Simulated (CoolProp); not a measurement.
The fluid at 293.15 K and 0.0961 MPa flows at 0.064 m/s in a round tube of 10 mm bore and 45 µm roughness, fully developed (64/Re and Nu = 3.66 if laminar; Colebrook and Gnielinski if turbulent). The same conditions are run with several fluids, on thermodynamics alone (safety and materials aside).

The numbers come from the reference Helmholtz-energy equation of state of each fluid (R152A: Outcalt 1996; nitrogen: Span 2000; R13: Platzer 1990; C3F8 (R218): Lemmon 2006) in CoolProp. The equations of Platzer and Polt are older, rougher fits.

| fluid | Reynolds number | Darcy friction factor | pressure drop (Pa/m) | heat-transfer coefficient (W/(m² K)) | mass flow (kg/h) |
|---|---|---|---|---|---|
| R152A | 156 | 0.411 | 0.224 | 5.00 | ? |
| nitrogen | 40.2 | ? | ? | 9.32 | 0.0200 |
| R13 | ? | 0.340 | 0.289 | 4.40 | 0.0752 |
| C3F8 (R218) | 399 | 0.160 | ? | ? | 0.137 |

Question: What belongs in the gaps?

Answer: 
- R152A, mass flow (kg/h): 0.0482
- nitrogen, Darcy friction factor: 1.59
- nitrogen, pressure drop (Pa/m): 0.360
- R13, Reynolds number: 188
- C3F8 (R218), pressure drop (Pa/m): 0.249
- C3F8 (R218), heat-transfer coefficient (W/(m² K)): 4.43

Transport values come from each fluid's own correlations; those of R152A, R13, C3F8 (R218) are estimates that may be off by 10 % or more.
